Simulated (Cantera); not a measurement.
Feed: 1 mol Si, 0.35 mol H2O, 4.9 mol N2, at 1152 °C and 75.0 Torr.

Equilibrium computed with Cantera from the NASA thermochemical tables; the gas is ideal and each condensed phase is pure. Candidate condensed phases: H2O, Si, SiO2, Si2N2O, Si3N4; 35 gas species. N2 is the only nitrogen source here; it is nearly inert below about 1500 K, so the nitride shown seldom forms there in practice. Mutual solubility and eutectic melting of coexisting phases are not modelled. The numbers say what is thermodynamically allowed, not how fast it happens.

Q: What is the equilibrium state?

A: 
```
Property                              Value
--------------------------------  ---------
x(N2)                                 0.926
x(H2)                                0.0745
x(H)                                5.89e-6
n(Si2N2O(s))                      0.350 mol
n(Si3N4(s))                       0.100 mol
gas amount                        4.700 mol
log10 activity of Si(s) (absent)      -2.64
```
